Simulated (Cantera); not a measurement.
A perfectly stirred reactor is fed with CH4 : H2O = 1 : 0.55 (molar parts), at 100.0 Torr; it is held at 1475 K, and followed from long to short residence time.

Cantera simulation using GRI-Mech 3.0 (53 species, 325 reactions); the numbers are that mechanism's predictions, not measurements. GRI-Mech 3.0 stops at C3 and has no aromatics, soot or wall deposition, so with more carbon than oxygen in the feed, carbon stays in small species such as C2H2 where larger ones or solid carbon would form.

What does this change do: pressure from 100.0 Torr to 3080 Torr?


```tsv
quantity	before	after
x(CH4) at τ = 2.70 s	0.323	0.277
x(H2O) at τ = 2.70 s	0.278	0.235
x(CH2) at τ = 2.70 s	8.05e-9	1.02e-9
x(C2H2) at τ = 2.70 s	0.0912	0.0612
x(CH2CO) at τ = 2.70 s	2.55e-5	1.23e-5
x(CH4) at τ = 97.0 ms	0.608	0.487
x(H2O) at τ = 97.0 ms	0.348	0.323
x(CH2) at τ = 97.0 ms	1.20e-8	1.03e-9
x(C2H2) at τ = 97.0 ms	0.00675	0.0363
x(CH2CO) at τ = 97.0 ms	3.33e-6	1.14e-5
```

What does this change do: temperature 1475 to 2000 K?


```
quantity                  before    after
-----------------------  -------  -------
x(CH4) at τ = 2.70 s       0.323  0.00358
x(H2O) at τ = 2.70 s       0.278  0.00518
x(CH2) at τ = 2.70 s     8.05e-9  2.24e-6
x(C2H2) at τ = 2.70 s     0.0912   0.0738
x(CH2CO) at τ = 2.70 s   2.55e-5  2.11e-6
x(CH4) at τ = 97.0 ms      0.608   0.0193
x(H2O) at τ = 97.0 ms      0.348   0.0718
x(CH2) at τ = 97.0 ms    1.20e-8  8.85e-6
x(C2H2) at τ = 97.0 ms   0.00675    0.106
x(CH2CO) at τ = 97.0 ms  3.33e-6  3.64e-5
```
